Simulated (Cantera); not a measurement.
Low-pressure radical oxidation in H2/O2

An isothermal, constant-pressure homogeneous reactor starts with H₂ : O₂ = 0.019 : 1 (molar parts), at 1323 K and 2670 Pa.

Model: the H2/O2 subset of GRI-Mech 3.0, which has no nitrogen chemistry, integrated in Cantera. Radical loss at walls, strong at low pressure, is not modelled.

| t (s) | x H₂ | x O₂ | x OH | x H₂O | x O |
|---|---|---|---|---|---|
| 1.00e-5 | 0.0186 | 0.981 | 8.25e-10 | 4.02e-11 | 8.40e-10 |
| 2.74e-5 | 0.0186 | 0.981 | 4.36e-9 | 6.26e-10 | 4.57e-9 |
| 7.53e-5 | 0.0186 | 0.981 | 1.93e-8 | 8.02e-9 | 2.17e-8 |
| 0.000207 | 0.0186 | 0.981 | 1.13e-7 | 1.11e-7 | 1.40e-7 |
| 0.000567 | 0.0186 | 0.981 | 3.51e-6 | 5.13e-6 | 4.49e-6 |
| 0.00156 | 0.00619 | 0.970 | 0.00382 | 0.00983 | 0.00830 |
| 0.00427 | 0.000129 | 0.965 | 0.00195 | 0.0171 | 0.0146 |
| 0.0117 | 0.000110 | 0.968 | 0.00180 | 0.0173 | 0.0123 |
| 0.0321 | 7.41e-5 | 0.972 | 0.00148 | 0.0177 | 0.00816 |
| 0.0882 | 3.24e-5 | 0.977 | 0.000984 | 0.0182 | 0.00350 |
| 0.242 | 8.56e-6 | 0.980 | 0.000507 | 0.0185 | 0.000913 |
| 0.664 | 1.68e-6 | 0.981 | 0.000225 | 0.0187 | 0.000178 |
| 1.82 | 3.24e-7 | 0.981 | 9.92e-5 | 0.0188 | 3.44e-5 |
| 5.00 | 7.34e-8 | 0.981 | 4.74e-5 | 0.0188 | 7.82e-6 |
x: mole fraction; the columns are a selection and need not sum to one.

Equilibrium at this temperature and pressure: H₂ 1.52e-8, O₂ 0.981, OH 2.16e-5, H₂O 0.0188, O 1.62e-6 (gas phase only).
